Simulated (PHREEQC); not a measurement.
1.6 g of hydrous ferric oxide (600 m²/g; 0.2 weak and 0.005 strong sites per Fe, Dzombak-Morel constants, diffuse double layer) in 1 kg of water with 0.01 mol/kgw of an inert sodium salt and 5.7e-05 mol Na2SO4, 0.00082 mol PbCl2 and 0.00031 mol NiCl2, at 25 °C; the pH is set by adding NaOH or the inert anion's acid. O2 is buffered at 0.21 atm. No CO2 enters from the air. Precipitation was switched off in this run.

The numbers come from PHREEQC with the ion-association model, wateq4f.dat.

Predict S sorbed (%), Ni sorbed (%), surface charge σ (C/m²) at pH = 5, 8, 9.


```json
[
 {"pH": "5", "S sorbed (%)": "99.9", "Ni sorbed (%)": "0.1", "surface charge σ (C/m²)": "0.128"},
 {"pH": "8", "S sorbed (%)": "16.6", "Ni sorbed (%)": "98.0", "surface charge σ (C/m²)": "0.013"},
 {"pH": "9", "S sorbed (%)": "0.3", "Ni sorbed (%)": "100.0", "surface charge σ (C/m²)": "-0.002"}
]
```

Complexes and solids missing from the database can't appear. The oxide is taken as insoluble; below pH 4 it would dissolve.
